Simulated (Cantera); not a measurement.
Input: 1 mol CCl4, 0.36 mol H2, equilibrated at 1700 °C and 0.680 bar.

Method: chemical equilibrium by Gibbs-energy minimisation in Cantera with the NASA 1993 tables (ideal gas, pure condensed phases). Rates play no part.

```tsv
species	before	after
Cl	0.451	0.818
HCl	0.236	0.157
H	1.05e-6	0.0148
Cl2	0.313	0.00263
C3	<1e-9	0.00331
C	<1e-9	0.000436
C2H	<1e-9	0.000353
C2	<1e-9	0.000349
C2H2 (acetylene)	<1e-9	0.000204
C5	<1e-9	0.000106
C(graphite), mol	0.999	0.942
```
Gas species are given as mole fractions.

**Question.** What was changed between the two runs?
(A) temperature from 1700 °C to 2050 °C
(B) temperature from 1700 °C to 2925 °C
(C) H2 from 0.36 to 6.8 mol
(D) temperature from 1700 °C to 502 °C

**Answer.** B, temperature from 1700 °C to 2925 °C. The tables' values for CCl are old estimates; treat these amounts as uncertain
